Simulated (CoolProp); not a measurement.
Fluorine along the isobar 6.74 MPa: Z from the reference equation and from simpler models built on Tc = 144.4 K, pc = 5.240 MPa, ω = 0.045; each cubic takes its own stable root.

The numbers come from the reference Helmholtz-energy equation of state, de Reuck 1990 in CoolProp.

| T (K) | phase | reference |
|---|---|---|
| 88.7 | liquid | 0.2324 |
| 99.9 | liquid | 0.2178 |
| 111.1 | liquid | 0.2087 |
| 122.3 | liquid | 0.2051 |
| 133.5 | liquid | 0.2094 |
| 144.7 | supercritical | 0.2370 |
| 155.9 | supercritical | 0.5176 |
| 167.1 | supercritical | 0.6749 |
| 178.3 | supercritical | 0.7580 |

**Question.** How far does each simpler model (van der Waals, Redlich-Kwong, Peng-Robinson) lie from the reference over these 9 states: mean and median of the absolute difference, and the worst?

**Answer.** 
- van der Waals: mean 28.8 %, median 40.0 %, worst +43.5 % at 88.7 K and 6.74 MPa
- Redlich-Kwong: mean 3.0 %, median 1.1 %, worst +12.7 % at 144.7 K and 6.74 MPa
- Peng-Robinson: mean 6.8 %, median 5.1 %, worst -11.7 % at 88.7 K and 6.74 MPa
